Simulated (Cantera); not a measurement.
Source: NASA polynomial tables (part measured, part estimated), evaluated in Cantera. Values are per mole of reaction as written; species without (g) are pure solids or liquids, kept so even where they would boil at 1 bar.

### Question
Between 300 and 925 K, where is each reaction favourable under standard conditions?
- 3 Cl(g) + B ⇌ BCl₃(g)

### Answer
- 3 Cl(g) + B ⇌ BCl₃(g): ΔG° is -703 kJ at 300 K and -565 kJ at 925 K; it stays negative (K > 1). ΔH° is -775 kJ and ΔS° -227 J/K at 925 K.
